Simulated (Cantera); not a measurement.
## NO annealing gas

A perfectly stirred reactor is fed with NO : N₂ = 5 : 0.39 (molar parts), at 30.8 Torr; it is held at 2200 K, and followed from long to short residence time.

Computed with Cantera and GRI-Mech 3.0 (53 species, 325 reactions). Radical loss at walls, strong at low pressure, is not modelled.

| τ (s) | x NO | x O | x O₂ | x N₂ | x NO₂ | x N₂O |
|---|---|---|---|---|---|---|
| 25 | 0.0426 | 0.00886 | 0.436 | 0.513 | 1.58e-5 | 4.64e-7 |
| 5.6 | 0.1000 | 0.00857 | 0.408 | 0.484 | 3.59e-5 | 2.20e-6 |
| 1.3 | 0.262 | 0.00774 | 0.327 | 0.403 | 8.38e-5 | 1.54e-5 |
| 0.28 | 0.623 | 0.00547 | 0.148 | 0.223 | 0.000132 | 0.000104 |
| 0.064 | 0.862 | 0.00307 | 0.0303 | 0.104 | 8.56e-5 | 0.000248 |
| 0.014 | 0.917 | 0.00172 | 0.00413 | 0.0772 | 4.58e-5 | 0.000294 |
| 0.0032 | 0.926 | 0.000629 | 0.000318 | 0.0729 | 1.85e-5 | 0.000223 |
| 0.00072 | 0.927 | 0.000128 | 1.32e-5 | 0.0724 | 3.10e-6 | 8.85e-5 |
x: mole fraction; the columns are a selection and need not sum to one.
